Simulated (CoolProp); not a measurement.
Vapour-liquid equilibrium of benzene (1) + cyclohexane (2) at 346.7 K; x and y are mole fractions of (1).

Computed with CoolProp (multi-fluid Helmholtz-energy mixture model, Thol 2012 and Zhou 2014; pair parameters Bell 2016).

```csv
x,"bubble pressure, mixture model (kPa)","bubble pressure, Raoult's law (kPa)","y, mixture model","y, Raoult's law"
0.05,82.96,81.33,0.068,0.051
0.15,85.77,81.46,0.188,0.152
0.25,87.87,81.59,0.291,0.253
0.35,89.32,81.71,0.383,0.354
0.45,90.17,81.84,0.468,0.454
0.55,90.44,81.97,0.549,0.554
0.65,90.11,82.09,0.631,0.654
0.75,89.12,82.22,0.717,0.753
0.85,87.33,82.35,0.814,0.852
0.95,84.48,82.47,0.930,0.951
```

The largest gap from Raoult's law is +10.3 % in bubble pressure, at x = 0.55. y crosses x between x = 0.45 and 0.55: the model has an azeotrope there.

Pair parameters are fitted to limited data, so mixtures are less certain than the pure fluids.
